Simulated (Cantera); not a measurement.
Feed: 1 mol CH3SiH3, 0.058 mol C2H2, 5.8 mol H2, at 1723.15 K and 240 Torr.

Cantera equilibrium calculation (NASA polynomials, part measured and part estimated; ideal gas, pure solids and liquids). Candidate condensed phases: C, C6H6, C7H8, C8H18, Si, SiC; 87 gas species. The feed counts by its element totals alone. Equilibrium is a limit: real reactors are often held back by kinetics, nucleation or transport.

Base state: H2 0.999, H 0.000323, CH4 0.000321, C2H2 (acetylene) 9.06e-5 (mole fractions); condensed: C(graphite) + SiC(s).

### Question
What changes in the equilibrium state with this change: temperature from 1723.15 K to 1998 K?

### Answer
```csv
species,before,after
H2,0.999,0.996
H,0.000323,0.00283
C2H2 (acetylene),9.06e-5,0.000755
CH4,0.000321,0.000136
"C(graphite), mol",0.112,0.101
"SiC(s), mol",1.000,1.000
```
